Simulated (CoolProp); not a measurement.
A simple Rankine cycle with water: condensing at 302.15 K, boiler at 0.0342 MPa, turbine inlet 350.3 K, turbine efficiency 0.75, pump efficiency 0.6, no recuperator. Each further row changes one setting.

Model: reference Helmholtz-energy equation of state, Wagner 2002, in CoolProp.

```
case                             thermal efficiency (%)  net work (kJ/kg)  heat in (kJ/kg)  turbine exit temperature (K)  volume ratio over the turbine
-------------------------------  ----------------------  ----------------  ---------------  ----------------------------  -----------------------------
as stated                                           9.1               ___             2520                         302.1                            ___
turbine inlet 370.3 K                               9.1               ___              ___                         302.1                           6.68
condensing temperature 294.15 K                     ___               272              ___                         294.1                           10.8
boiler pressure 0.0239 MPa                          7.6               191             2520                         302.1                            ___
turbine efficiency 0.65                             ___               197             2520                         302.1                           7.06
```

Task: Complete the blanks.

Result: 
- as stated, net work (kJ/kg): 228
- as stated, volume ratio over the turbine: 6.96
- turbine inlet 370.3 K, net work (kJ/kg): 233
- turbine inlet 370.3 K, heat in (kJ/kg): 2560
- condensing temperature 294.15 K, thermal efficiency (%): 10.7
- condensing temperature 294.15 K, heat in (kJ/kg): 2550
- boiler pressure 0.0239 MPa, volume ratio over the turbine: 4.94
- turbine efficiency 0.65, thermal efficiency (%): 7.8

The expansion ends wet for: as stated; turbine inlet 370.3 K; condensing temperature 294.15 K; boiler pressure 0.0239 MPa; turbine efficiency 0.65.
